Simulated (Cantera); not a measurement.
A Cantera script and its output.

```python
import numpy as np
import cantera as ct

gas = ct.Solution("gri30.yaml")
gas.TPX = 1523, 26000, {'CH4': 1, 'CO': 1.6, 'O2': 3.88, 'N2': 36.5}
reactor = ct.IdealGasReactor(gas, energy="on", clone=False)
net = ct.ReactorNet([reactor])
net.rtol, net.atol = 1e-08, 1e-16
show = ['CH4', 'CO', 'O2', 'H', 'HCO', 'CH2O', 'HCN']
times = np.geomspace(3e-06, 1, 15)

steps = ct.SolutionArray(gas, extra=["t"])
rows = []
print(f"{'t/s':>10s}{'T/K':>9s}{'P/Pa':>11s}" + "".join(f"{s:>11s}" for s in show))
for t in times:
    while net.time < t:
        t_next = net.step()
        steps.append(gas.state, t=t_next)
    rows.append([np.interp(t, steps.t, y) for y in (steps.T, steps.P, *steps(*show).X.T)])
    print(f"{t:10.3e}{rows[-1][0]:9.1f}{rows[-1][1]:11.4g}" + "".join(f"{x:11.3e}" for x in rows[-1][2:]))
rate = np.gradient(steps.T, steps.t)
print("integrator steps:", len(steps.t))
if steps.T.max() > steps.T[0] + 200:
    print(f"time of steepest temperature rise: {steps.t[rate.argmax()]:.4e} s")
gas.TPX = 1523, 26000, {'CH4': 1, 'CO': 1.6, 'O2': 3.88, 'N2': 36.5}
gas.equilibrate("UV")
print(f"equilibrium (UV): T = {gas.T:.1f} K  " + "  ".join(f"{s} {gas[s].X[0]:.3e}" for s in show))
```

Result:

```
       t/s      T/K       P/Pa        CH4         CO         O2          H        HCO       CH2O        HCN
 3.000e-06   1523.0    2.6e+04  2.327e-02  3.723e-02  9.027e-02  6.180e-09  3.202e-13  2.163e-11  1.059e-20
 7.441e-06   1523.0    2.6e+04  2.327e-02  3.723e-02  9.027e-02  1.028e-08  4.273e-13  1.656e-10  7.970e-20
 1.845e-05   1523.0    2.6e+04  2.327e-02  3.723e-02  9.027e-02  1.360e-08  6.617e-13  1.375e-09  6.727e-19
 4.577e-05   1523.0    2.6e+04  2.327e-02  3.723e-02  9.027e-02  1.567e-08  1.248e-12  1.131e-08  5.643e-18
 1.135e-04   1523.0    2.6e+04  2.326e-02  3.723e-02  9.027e-02  1.863e-08  3.077e-12  8.546e-08  4.292e-17
 2.816e-04   1523.0    2.6e+04  2.326e-02  3.723e-02  9.027e-02  2.639e-08  1.221e-11  6.277e-07  3.214e-16
 6.983e-04   1523.0    2.6e+04  2.324e-02  3.722e-02  9.026e-02  5.332e-08  1.016e-10  4.861e-06  2.738e-15
 1.732e-03   1523.3  2.601e+04  2.311e-02  3.721e-02  9.019e-02  2.758e-07  2.405e-09  4.642e-05  4.789e-14
 4.296e-03   1931.7  3.348e+04  4.794e-18  2.600e-02  3.518e-02  1.282e-02  1.729e-08  1.030e-11  5.304e-13
 1.065e-02   2298.8  3.898e+04  3.656e-19  1.308e-02  2.984e-02  1.743e-03  1.359e-09  3.238e-12  2.051e-12
 2.643e-02   2366.5  3.996e+04  2.841e-19  8.954e-03  2.767e-02  7.900e-04  4.891e-10  1.806e-12  3.881e-12
 6.554e-02   2363.8  3.991e+04  2.820e-19  8.793e-03  2.661e-02  7.545e-04  4.644e-10  1.757e-12  5.355e-12
 1.626e-01   2359.7  3.983e+04  2.816e-19  8.741e-03  2.565e-02  7.375e-04  4.538e-10  1.738e-12  6.571e-12
 4.032e-01   2358.5  3.981e+04  2.815e-19  8.728e-03  2.539e-02  7.330e-04  4.511e-10  1.734e-12  6.876e-12
 1.000e+00   2358.5  3.981e+04  2.815e-19  8.727e-03  2.538e-02  7.329e-04  4.510e-10  1.734e-12  6.883e-12
integrator steps: 1738
time of steepest temperature rise: 4.0446e-03 s
equilibrium (UV): T = 2358.5 K  CH4 4.114e-19  CO 8.727e-03  O2 2.538e-02  H 7.329e-04  HCO 4.510e-10  CH2O 1.734e-12  HCN 6.883e-12
```

Detailed kinetics in Cantera: GRI-Mech 3.0 (53 species, 325 reactions).
